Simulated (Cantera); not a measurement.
Input: 1 mol FeCl3, 3.7 mol N2, held at 1123.15 K and 0.0353 Torr.

Method: chemical equilibrium by Gibbs-energy minimisation in Cantera with the NASA 1993 tables (ideal gas, pure condensed phases). Candidate condensed phases: Fe, FeCl2, FeCl3; 10 gas species. Equilibrium is a limit: real reactors are often held back by kinetics, nucleation or transport.

**Question.** What is the equilibrium state?

**Answer.** 
```json
{
  "x(N2)": "0.694",
  "x(FeCl2)": "0.170",
  "x(Cl)": "0.0666",
  "x(Cl2)": "0.0518",
  "x(FeCl3)": "0.0174",
  "x(Fe2Cl4)": "2.37e-6",
  "gas_amount": "5.331 mol",
  "log10 activity of FeCl2(l) (absent)": "-4.20",
  "log10 activity of Fe(α) (absent)": "-8.40"
}
```
